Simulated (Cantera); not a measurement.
# Adiabatic ignition

An adiabatic, constant-pressure homogeneous reactor starts with H₂ : O₂ : N₂ = 1 : 0.98 : 3.69 (molar parts), equivalence ratio 0.51, at 1123 K and 5.80 bar.

Computed with Cantera and the H2/O2 subset of GRI-Mech 3.0, which has no nitrogen chemistry. The hydrogen kinetics of GRI-Mech 3.0 are dated; newer H2 mechanisms differ, most at raised pressure.

| t (s) | T (K) | x H₂ | x O₂ | x H₂O₂ | x OH | x H₂O |
|---|---|---|---|---|---|---|
| 2.00e-6 | 1123 | 0.176 | 0.173 | 3.29e-11 | 2.56e-10 | 5.60e-9 |
| 4.43e-6 | 1123 | 0.176 | 0.173 | 2.26e-10 | 4.23e-10 | 2.30e-8 |
| 9.80e-6 | 1123 | 0.176 | 0.173 | 1.53e-9 | 5.75e-10 | 7.95e-8 |
| 2.17e-5 | 1123 | 0.176 | 0.173 | 9.58e-9 | 7.55e-10 | 2.42e-7 |
| 4.80e-5 | 1123 | 0.176 | 0.173 | 5.88e-8 | 1.33e-9 | 7.92e-7 |
| 0.000106 | 1123 | 0.176 | 0.173 | 4.58e-7 | 4.78e-9 | 4.02e-6 |
| 0.000235 | 1124 | 0.176 | 0.173 | 1.62e-5 | 1.18e-7 | 9.00e-5 |
| 0.000521 | 2346 | 0.000702 | 0.0910 | 6.81e-7 | 0.00624 | 0.189 |
| 0.00115 | 2346 | 0.000702 | 0.0910 | 6.81e-7 | 0.00624 | 0.189 |
| 0.00255 | 2346 | 0.000702 | 0.0910 | 6.81e-7 | 0.00624 | 0.189 |
| 0.00565 | 2346 | 0.000702 | 0.0910 | 6.81e-7 | 0.00624 | 0.189 |
| 0.0125 | 2346 | 0.000702 | 0.0910 | 6.81e-7 | 0.00624 | 0.189 |
| 0.0277 | 2346 | 0.000702 | 0.0910 | 6.81e-7 | 0.00624 | 0.189 |
| 0.0612 | 2346 | 0.000702 | 0.0910 | 6.81e-7 | 0.00624 | 0.189 |
| 0.136 | 2346 | 0.000702 | 0.0910 | 6.81e-7 | 0.00624 | 0.189 |
| 0.300 | 2346 | 0.000702 | 0.0910 | 6.81e-7 | 0.00624 | 0.189 |
x: mole fraction; the columns are a selection and need not sum to one.

```yaml
time_of_steepest_temperature_rise: 0.323 ms
temperature at 0.300 s: 2346 K
equilibrium_temperature: 2346 K
x(H₂) at 0.300 s: 0.000702 (gas-phase equilibrium 0.000702)
x(O₂) at 0.300 s: 0.0910 (gas-phase equilibrium 0.0910)
x(H₂O₂) at 0.300 s: 6.81e-7 (gas-phase equilibrium 6.81e-7)
```
